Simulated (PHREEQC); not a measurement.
A made-up water analysis in mmol/kgw, 15 °C, pH 6.85, pe -1.3:

| constituent | mmol/kgw |
|---|---|
| Na | 1.79 |
| K | 0.00206 |
| Ca | 1.71 |
| Mg | 1.54 |
| Cl | 4.4 |
| S(6) | 0.725 |
| Alkalinity (meq/kgw) | 2.37 |
| N(-3) | 0.0942 |
| B | 0.0795 |
| Sr | 0.154 |
| Mn(2) | 0.0157 |

Cl is adjusted to close the charge balance.
Valence states are taken as typed.

Model: ion-association model, phreeqc.dat, run in PHREEQC.

This is a speciation only: nothing precipitates in the calculation.

Problem. Predict the specific conductance.

Solution. specific conductance 724 µS/cm.

Problem. In which forms is C present?

Solution. HCO3- 74 %, CO2 24 %, CaHCO3+ 0.8 %, MgHCO3+ 0.8 % of the C.
